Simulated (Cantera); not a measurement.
An adiabatic, constant-pressure homogeneous reactor starts with H2 : O2 : N2 = 1 : 0.294 : 1.11 (molar parts), at 1048 K and 90000 Pa. Integrator tolerance rtol = 1e-08.

Model: GRI-Mech 3.0 (53 species, 325 reactions), integrated in Cantera.

**Question.** What does this change do: pressure from 90000 Pa to 490000 Pa?

**Answer.** 
```
quantity                                                              before                                    after
---------------------------------  -----------------------------------------  ---------------------------------------
time of steepest temperature rise                                   0.173 ms                                  2.37 ms
temperature at 0.500 s                                                2631 K                                   2705 K
equilibrium temperature                                               2631 K                                   2705 K
x(H2) at 0.500 s                         0.188 (gas-phase equilibrium 0.188)      0.191 (gas-phase equilibrium 0.191)
x(O2) at 0.500 s                   0.000268 (gas-phase equilibrium 0.000268)  9.26e-5 (gas-phase equilibrium 9.26e-5)
x(H2O) at 0.500 s                        0.266 (gas-phase equilibrium 0.266)      0.271 (gas-phase equilibrium 0.271)
x(H2O2) at 0.500 s                   3.80e-8 (gas-phase equilibrium 3.80e-8)  6.12e-8 (gas-phase equilibrium 6.12e-8)
x(OH) at 0.500 s                     0.00677 (gas-phase equilibrium 0.00677)  0.00420 (gas-phase equilibrium 0.00420)
x(H) at 0.500 s                        0.0200 (gas-phase equilibrium 0.0200)    0.0115 (gas-phase equilibrium 0.0115)
```
The hydrogen kinetics of GRI-Mech 3.0 are dated; newer H2 mechanisms differ, most at raised pressure.

**Question.** What does this change do: pressure from 90000 Pa to 500000 Pa?

**Answer.** 
```json
[
 {"quantity": "time of steepest temperature rise", "before": "0.173 ms", "after": "2.39 ms"},
 {"quantity": "temperature at 0.500 s", "before": "2631 K", "after": "2706 K"},
 {"quantity": "equilibrium temperature", "before": "2631 K", "after": "2706 K"},
 {"quantity": "x(H2) at 0.500 s", "before": "0.188 (gas-phase equilibrium 0.188)", "after": "0.191 (gas-phase equilibrium 0.191)"},
 {"quantity": "x(O2) at 0.500 s", "before": "0.000268 (gas-phase equilibrium 0.000268)", "after": "9.13e-5 (gas-phase equilibrium 9.13e-5)"},
 {"quantity": "x(H2O) at 0.500 s", "before": "0.266 (gas-phase equilibrium 0.266)", "after": "0.271 (gas-phase equilibrium 0.271)"},
 {"quantity": "x(H2O2) at 0.500 s", "before": "3.80e-8 (gas-phase equilibrium 3.80e-8)", "after": "6.15e-8 (gas-phase equilibrium 6.15e-8)"},
 {"quantity": "x(OH) at 0.500 s", "before": "0.00677 (gas-phase equilibrium 0.00677)", "after": "0.00417 (gas-phase equilibrium 0.00417)"},
 {"quantity": "x(H) at 0.500 s", "before": "0.0200 (gas-phase equilibrium 0.0200)", "after": "0.0114 (gas-phase equilibrium 0.0114)"}
]
```
The hydrogen kinetics of GRI-Mech 3.0 are dated; newer H2 mechanisms differ, most at raised pressure.
